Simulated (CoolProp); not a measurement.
Vapour-liquid equilibrium of propylene (1) + R142b (2) at 0.335 MPa; x and y are mole fractions of (1).

Values from CoolProp's multi-fluid Helmholtz-energy mixture model, Lemmon 2013 and Lemmon 2006; pair parameters Bell 2016.

**Question.** Give the bubble temperature and the first vapour's composition at x = 0.05, 0.65, 0.85. Is there an azeotrope?

**Answer.** x = 0.05: 293.7 K, y = 0.155; x = 0.65: 263.9 K, y = 0.872; x = 0.85: 259.0 K, y = 0.948. No azeotrope shows between x = 0.05 and 0.95.

Pair parameters are fitted to limited data, so mixtures are less certain than the pure fluids.
